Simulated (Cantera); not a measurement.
A freely propagating, adiabatic, planar premixed flame of 10.7 % CO, 14.0 % H2, 0.354 % CH4, 15.8 % O2, 59.2 % N2, equivalence ratio 0.83, unburnt at 573 K and 0.0987 atm; unity-Lewis-number transport, grid criteria slope 0.08 and curve 0.16, no radiation.

Model: GRI-Mech 3.0 (53 species, 325 reactions), integrated in Cantera. Unity Lewis numbers drop preferential diffusion, which matters most where H2 and H carry the flame. Burning velocities carry a grid error of a few per cent, more on coarse grids.

x: mole fraction of selected species; z is measured from the peak of heat release.

```json
[
 {"z (mm)": "-20.2", "T (K)": "573", "u (m/s)": "2.08", "x CO": "0.107", "x H2": "0.140", "x CH4": "0.00354", "x H": "<1e-8", "x NO": "<1e-8", "x HCN": "<1e-8"},
 {"z (mm)": "-13.4", "T (K)": "573", "u (m/s)": "2.08", "x CO": "0.107", "x H2": "0.140", "x CH4": "0.00354", "x H": "<1e-8", "x NO": "<1e-8", "x HCN": "<1e-8"},
 {"z (mm)": "-10.1", "T (K)": "573", "u (m/s)": "2.08", "x CO": "0.107", "x H2": "0.140", "x CH4": "0.00354", "x H": "<1e-8", "x NO": "<1e-8", "x HCN": "<1e-8"},
 {"z (mm)": "-6.72", "T (K)": "573", "u (m/s)": "2.08", "x CO": "0.107", "x H2": "0.140", "x CH4": "0.00354", "x H": "<1e-8", "x NO": "<1e-8", "x HCN": "<1e-8"},
 {"z (mm)": "-3.36", "T (K)": "582", "u (m/s)": "2.11", "x CO": "0.107", "x H2": "0.139", "x CH4": "0.00352", "x H": "2.10e-5", "x NO": "<1e-8", "x HCN": "<1e-8"},
 {"z (mm)": "-1.68", "T (K)": "697", "u (m/s)": "2.51", "x CO": "0.105", "x H2": "0.127", "x CH4": "0.00312", "x H": "0.00229", "x NO": "?", "x HCN": "<1e-8"},
 {"z (mm)": "0", "T (K)": "1074", "u (m/s)": "3.81", "x CO": "0.0890", "x H2": "0.0536", "x CH4": "0.000577", "x H": "0.0348", "x NO": "?", "x HCN": "<1e-8"},
 {"z (mm)": "1.68", "T (K)": "1317", "u (m/s)": "4.60", "x CO": "0.0629", "x H2": "0.0165", "x CH4": "1.74e-6", "x H": "0.0517", "x NO": "?", "x HCN": "<1e-8"},
 {"z (mm)": "3.36", "T (K)": "1442", "u (m/s)": "5.00", "x CO": "0.0475", "x H2": "0.0167", "x CH4": "<1e-8", "x H": "0.0499", "x NO": "?", "x HCN": "<1e-8"},
 {"z (mm)": "6.72", "T (K)": "1581", "u (m/s)": "5.42", "x CO": "0.0391", "x H2": "0.0178", "x CH4": "<1e-8", "x H": "0.0418", "x NO": "?", "x HCN": "<1e-8"},
 {"z (mm)": "13.4", "T (K)": "1724", "u (m/s)": "5.85", "x CO": "0.0388", "x H2": "0.0166", "x CH4": "<1e-8", "x H": "0.0295", "x NO": "?", "x HCN": "<1e-8"},
 {"z (mm)": "26.9", "T (K)": "1870", "u (m/s)": "6.26", "x CO": "0.0378", "x H2": "0.0144", "x CH4": "<1e-8", "x H": "0.0188", "x NO": "?", "x HCN": "<1e-8"},
 {"z (mm)": "53.8", "T (K)": "2009", "u (m/s)": "6.66", "x CO": "0.0342", "x H2": "0.0116", "x CH4": "<1e-8", "x H": "0.0111", "x NO": "?", "x HCN": "<1e-8"}
]
```

Question: Complete the blanks.

Answer: 
- -1.68, x NO: 9.26e-8
- 0, x NO: 1.05e-6
- 1.68, x NO: 4.00e-6
- 3.36, x NO: 7.40e-6
- 6.72, x NO: 1.33e-5
- 13.4, x NO: 2.15e-5
- 26.9, x NO: 3.32e-5
- 53.8, x NO: 5.77e-5
